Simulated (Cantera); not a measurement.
A freely propagating, adiabatic, planar premixed flame of 4.75 % CH₄, 4.23 % C₂H₆, 18.7 % O₂, 70.3 % N₂, 2.04 % CO₂, equivalence ratio 1.3, unburnt at 350 K and 150 Torr; mixture-averaged transport, grid criteria slope 0.08 and curve 0.16, no radiation.

Detailed kinetics in Cantera: GRI-Mech 3.0 (53 species, 325 reactions). Burning velocities carry a grid error of a few per cent, more on coarse grids.

x: mole fraction of selected species; z is measured from the peak of heat release.

```csv
z (mm),T (K),u (m/s),x CH₄,x C₂H₆,x O₂,x H₂,x HCO,x C₂H
-5.38,350,0.514,0.0474,0.0422,0.186,0.00152,<1e-8,<1e-8
-3.59,352,0.519,0.0472,0.0421,0.186,0.00525,<1e-8,<1e-8
-2.69,361,0.534,0.0467,0.0418,0.184,0.0100,<1e-8,<1e-8
-1.79,449,0.674,0.0442,0.0404,0.176,0.0203,<1e-8,<1e-8
-0.897,[?],1.46,[?],[?],[?],[?],[?],<1e-8
-0.449,1354,2.14,0.0199,0.0110,0.0888,0.0422,1.83e-5,2.83e-8
0,1707,2.75,0.00652,0.000699,0.0430,0.0442,5.98e-5,1.18e-6
0.449,1865,3.01,0.000830,3.75e-6,0.0166,0.0398,2.52e-5,1.75e-6
0.897,1905,3.07,6.09e-5,<1e-8,0.00688,0.0364,3.29e-6,3.74e-7
1.79,1922,3.08,3.17e-7,<1e-8,0.00282,0.0357,7.86e-8,<1e-8
3.59,1935,3.10,<1e-8,<1e-8,0.00210,0.0364,4.71e-8,<1e-8
7.18,1952,3.12,<1e-8,<1e-8,[?],0.0364,[?],<1e-8
14.4,1977,3.16,<1e-8,<1e-8,0.00131,0.0362,3.50e-8,<1e-8
```

Complete the blanks.


- -0.897, T (K): 941
- -0.897, x CH₄: 0.0319
- -0.897, x C₂H₆: 0.0274
- -0.897, x O₂: 0.133
- -0.897, x H₂: 0.0353
- -0.897, x HCO: 6.51e-7
- 7.18, x O₂: 0.00176
- 7.18, x HCO: 4.21e-8
